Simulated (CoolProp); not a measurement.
Vapour pressure (MPa) of R21: the reference equation beside estimates from Tc = 179.6 °C, pc = 5.289 MPa, ω = 0.206. Clausius-Clapeyron is anchored at 34.55 °C with a constant enthalpy of vaporisation of 23.12 kJ/mol.

Model: reference Helmholtz-energy equation of state, Platzer 1990, in CoolProp. This equation is an older, rougher fit; its heat capacities, sound speeds and derivatives of the liquid may be far off and weren't checked against measurements.

```
T (°C)  reference  Lee-Kesler  Clausius-Clapeyron  van der Waals  Soave-Redlich-Kwong  Peng-Robinson
------  ---------  ----------  ------------------  -------------  -------------------  -------------
34.55      0.2495      0.2477              0.2495         0.9106               0.2477         0.2478
37.15      0.2707      0.2689              0.2691         0.9513               0.2689         0.2687
39.75      0.2933      0.2915              0.2899         0.9932               0.2914         0.2909
42.35      0.3173      0.3155              0.3119          1.036               0.3153              …
45.05      0.3437      0.3419              0.3361          1.082               0.3418         0.3406
47.65      0.3707      0.3690              0.3608          1.128                    …         0.3672
50.25      0.3993           …              0.3869          1.175               0.3974         0.3954
52.85      0.4295      0.4278              0.4143          1.223               0.4277         0.4252
55.45      0.4614      0.4597              0.4432          1.272               0.4597         0.4567
58.15      0.4964      0.4947              0.4749          1.325               0.4948         0.4912
60.75      0.5319      0.5303              0.5070          1.377               0.5305              …
63.35      0.5693      0.5677              0.5407          1.430               0.5681         0.5633
65.95      0.6086      0.6071              0.5760          1.484               0.6077              …
68.55      0.6498      0.6484                   …          1.540               0.6493         0.6432
```

**Question.** Complete the blanks.

**Answer.** 
- 42.35, Peng-Robinson: 0.3145
- 47.65, Soave-Redlich-Kwong: 0.3688
- 50.25, Lee-Kesler: 0.3976
- 60.75, Peng-Robinson: 0.5263
- 65.95, Peng-Robinson: 0.6023
- 68.55, Clausius-Clapeyron: 0.6131

Absolute difference from the reference over all 14 rows, mean and median: Lee-Kesler 0.4 and 0.4 %, Clausius-Clapeyron 3.1 and 3.3 %, van der Waals 193.8 and 189.5 %, Soave-Redlich-Kwong 0.4 and 0.4 %, Peng-Robinson 0.9 and 1.0 %.
